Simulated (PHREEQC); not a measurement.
Make-up at 25 °C: 32 mmol/kgw KOH. Closed to the air; pH follows from the charge balance.

Computed with PHREEQC (ion-association model, phreeqc.dat).

```tsv
quantity	before	after
pH	12.43	8.20
ionic strength (mol/kgw)	0.0320	0.0324
```

What was changed between the two runs?
A. KOH from 0.032 to 0.0352 mol/kgw
B. KOH replaced by KNO3 at the same molality
C. KOH from 0.032 to 0.0032 mol/kgw
D. KOH replaced by KHCO3 at the same molality
E. KOH from 0.032 to 0.0288 mol/kgw

D, KOH replaced by KHCO3 at the same molality

Precipitation was switched off in this run.
